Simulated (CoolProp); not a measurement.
Saturation properties of octamethylcyclotetrasiloxane (D4) (Tc = 586.5 K, pc = 13.47 bar, ω = 0.598).

The numbers come from the reference Helmholtz-energy equation of state, Thol 2015 in CoolProp.

| T (K) | p (bar) | enthalpy of vaporisation (kJ/kg) | surface tension (mN/m) |
|---|---|---|---|
| 456.6 | 1.227 | (withheld) | 6.88 |
| 462.1 | 1.400 | 125.5 | 6.53 |
| 467.6 | 1.591 | 123.2 | 6.19 |
| 473.1 | 1.802 | 120.8 | 5.84 |
| 478.5 | 2.029 | 118.5 | 5.51 |
| 484 | (withheld) | 116.0 | 5.17 |
| 489.5 | 2.559 | 113.4 | 4.84 |
| 495 | 2.861 | 110.8 | 4.51 |
| 500.5 | 3.190 | 108.0 | 4.18 |
| 505.9 | 3.539 | 105.3 | 3.87 |
| 511.4 | (withheld) | 102.3 | 3.55 |
| 516.9 | 4.343 | 99.28 | 3.24 |
| 522.4 | 4.794 | 96.08 | 2.93 |
| 527.9 | 5.281 | 92.72 | 2.63 |

Question: Fill in the missing entries.

Answer: 
- 456.6, enthalpy of vaporisation (kJ/kg): 127.8
- 484, p (bar): 2.282
- 511.4, p (bar): 3.925

It boils at 448.9 K under 1 atm.

Surface tension comes from a separate correlation (Mulero 2014), older than this fluid's equation and unchecked against measurements.
